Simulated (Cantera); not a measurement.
An isothermal, constant-pressure homogeneous reactor starts with 35.7 % NH3, 64.3 % N2, at 2073 K and 20.0 Torr.

Cantera simulation using the gas-phase N/H chemistry of the illustrative SiF4/NH3 mechanism in the Surface Chemkin manual (1991); the numbers are that mechanism's predictions, not measurements. Walls and surfaces, which speed up NH3 decomposition in real reactors, are not modelled.

x: mole fraction; the columns are a selection and need not sum to one.

| t (s) | x NH3 | x NH2 | x H | x N2 | x H2 |
|---|---|---|---|---|---|
| 0.000200 | 0.357 | ? | 8.70e-7 | 0.643 | 4.27e-5 |
| 0.000537 | 0.357 | ? | 9.24e-7 | 0.643 | 0.000118 |
| 0.00144 | 0.356 | ? | 1.43e-6 | 0.643 | 0.000366 |
| 0.00386 | 0.355 | ? | 4.98e-6 | 0.642 | 0.00180 |
| 0.0104 | 0.348 | ? | 1.67e-5 | 0.642 | 0.00890 |
| 0.0278 | 0.330 | ? | 4.22e-5 | 0.640 | 0.0287 |
| 0.0746 | 0.288 | ? | 9.94e-5 | 0.635 | 0.0759 |
| 0.200 | 0.203 | ? | 0.000224 | 0.626 | 0.169 |
| 0.537 | 0.0910 | ? | 0.000471 | 0.615 | 0.294 |
| 1.44 | 0.0158 | ? | 0.00100 | 0.607 | 0.376 |
| 3.86 | 9.41e-5 | ? | 0.00490 | 0.604 | 0.391 |
| 10.4 | 7.36e-7 | ? | 0.00999 | 0.602 | 0.388 |
| 27.8 | 1.63e-7 | ? | 0.0101 | 0.602 | 0.388 |
| 74.6 | 9.29e-8 | 7.22e-9 | 0.0101 | 0.602 | 0.388 |
| 200 | 8.91e-8 | 6.92e-9 | 0.0101 | 0.602 | 0.388 |

Q: Complete the blanks.

A: 
- 0.000200, x NH2: 8.59e-5
- 0.000537, x NH2: 0.000231
- 0.00144, x NH2: 0.000604
- 0.00386, x NH2: 0.00131
- 0.0104, x NH2: 0.00152
- 0.0278, x NH2: 0.00133
- 0.0746, x NH2: 0.00109
- 0.200, x NH2: 0.000792
- 0.537, x NH2: 0.000433
- 1.44, x NH2: 0.000125
- 3.86, x NH2: 3.51e-6
- 10.4, x NH2: 5.65e-8
- 27.8, x NH2: 1.27e-8
